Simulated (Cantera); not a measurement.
An isothermal, constant-pressure homogeneous reactor starts with H₂ : O₂ = 0.0065 : 1.7 (molar parts), at 1375 K and 1.20 Torr.

Detailed kinetics in Cantera: the H2/O2 subset of GRI-Mech 3.0, which has no nitrogen chemistry. Radical loss at walls, strong at low pressure, is not modelled.

Task: Predict: x(H₂) at 5.00 s; x(O₂) at 5.00 s; x(HO₂) at 5.00 s; x(OH) at 5.00 s; x(H₂O) at 5.00 s; x(H) at 5.00 s; x(O) at 5.00 s.

Result: 
| Item | Result |
|---|---|
| x(H₂) at 5.00 s | 5.60e-6 (gas-phase equilibrium 2.93e-8) |
| x(O₂) at 5.00 s | 0.993 (gas-phase equilibrium 0.996) |
| x(HO₂) at 5.00 s | 2.09e-8 (gas-phase equilibrium 9.19e-9) |
| x(OH) at 5.00 s | 0.000475 (gas-phase equilibrium 3.44e-5) |
| x(H₂O) at 5.00 s | 0.00355 (gas-phase equilibrium 0.00380) |
| x(H) at 5.00 s | 4.17e-5 (gas-phase equilibrium 1.48e-8) |
| x(O) at 5.00 s | 0.00326 (gas-phase equilibrium 1.60e-5) |
